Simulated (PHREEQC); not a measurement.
A column of 0.2 m (30 cells, dispersivity 0.01 m, 3600 s a shift, diffusion coefficient 3e-10 m²/s) holds 0.009 eq of the database's cation exchanger X per kg of pore water, first in equilibrium with 0.0019 mol ZnSO4, 0.0091 mol CdCl2 and 1e-05 mol HCl per kg of water. It is flushed with 0.0041 mol/kgw ZnSO4 and 1e-05 mol/kgw HCl, at 25 °C. Values are for the last cell. The system is closed to CO2. Nothing may precipitate in this run.

Model: ion-association model, phreeqc.dat, run in PHREEQC.

| pore volumes | Cl in solution (mol/kgw) | Cd in solution (mol/kgw) | Zn in solution (mol/kgw) | S in solution (mol/kgw) | ZnX2 on the exchanger (mol/kgw) | CdX2 on the exchanger (mol/kgw) |
|---|---|---|---|---|---|---|
| 0 | 0.0182 | 0.00910 | 0.00190 | 0.00190 | 0.00118 | 0.00332 |
| 0.6833 | 0.0156 | 0.00819 | 0.00182 | 0.00222 | 0.00118 | 0.00332 |
| 1.35 | 0.00243 | 0.00337 | 0.00165 | 0.00381 | 0.00161 | 0.00289 |
| 1.85 | 0.000307 | 0.00192 | 0.00229 | 0.00406 | 0.00252 | 0.00198 |
| 2.517 | 2.34e-5 | 0.000785 | 0.00332 | 0.00410 | 0.00368 | 0.000825 |
| 3.183 | 1.05e-5 | 0.000254 | 0.00385 | 0.00410 | 0.00423 | 0.000265 |
| 3.683 | 1.00e-5 | 9.96e-5 | 0.00400 | 0.00410 | 0.00440 | 0.000104 |
| 4.35 | 1.00e-5 | 2.67e-5 | 0.00407 | 0.00410 | 0.00447 | 2.79e-5 |
| 5.017 | 1.00e-5 | 6.86e-6 | 0.00409 | 0.00410 | 0.00449 | 7.15e-6 |
